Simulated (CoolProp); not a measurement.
The fluid at 298.15 K and 0.554 MPa flows at 1.7 m/s in a round tube of 2 mm bore and 0.25 µm roughness, fully developed (64/Re and Nu = 3.66 if laminar; Colebrook and Gnielinski if turbulent). The same conditions are run with several fluids, on thermodynamics alone (safety and materials aside).

Computed with CoolProp (reference Helmholtz-energy equation of state of each fluid (toluene: Lemmon 2006; R11: Jacobsen 1992; isobutane: Bücker 2006; R142b: Lemmon 2006; R245fa: Akasaka 2015)).

| fluid | Reynolds number | Darcy friction factor | pressure drop (Pa/m) | heat-transfer coefficient (W/(m² K)) | mass flow (kg/h) |
|---|---|---|---|---|---|
| toluene | 5290 | 0.0369 | 23000 | … | 16.6 |
| R11 | 11500 | 0.0299 | 32000 | … | … |
| isobutane | 12400 | 0.0294 | 11700 | 3480 | … |
| R142b | 16400 | 0.0274 | 22000 | 3920 | 21.4 |
| R245fa | 11500 | 0.0300 | 29000 | … | 25.8 |

**Question.** Some entries are withheld; supply them.

**Answer.** 
- toluene, heat-transfer coefficient (W/(m² K)): 2780
- R11, heat-transfer coefficient (W/(m² K)): 3270
- R11, mass flow (kg/h): 28.4
- isobutane, mass flow (kg/h): 10.6
- R245fa, heat-transfer coefficient (W/(m² K)): 3810

Transport values come from each fluid's own correlations; those of R11, R142b, R245fa are estimates that may be off by 10 % or more.
